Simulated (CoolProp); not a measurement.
Computed with CoolProp (reference Helmholtz-energy equation of state, Platzer 1990). This equation is an older, rougher fit; its heat capacities, sound speeds and derivatives of the liquid may be far off and weren't checked against measurements.

### Question
Give the vapour pressure (MPa), liquid density (kg/m³), enthalpy of vaporisation (kJ/kg), surface tension (mN/m) of saturated c-C4F8 (RC318) at 332.8, 340.8 K.

### Answer
| T (K) | p (MPa) | liquid density (kg/m³) | enthalpy of vaporisation (kJ/kg) | surface tension (mN/m) |
|---|---|---|---|---|
| 332.8 | 0.832 | 1340 | 86.2 | 4.46 |
| 340.8 | 1.01 | 1300 | 81.1 | 3.67 |

Surface tension comes from a separate correlation (Mulero 2012).
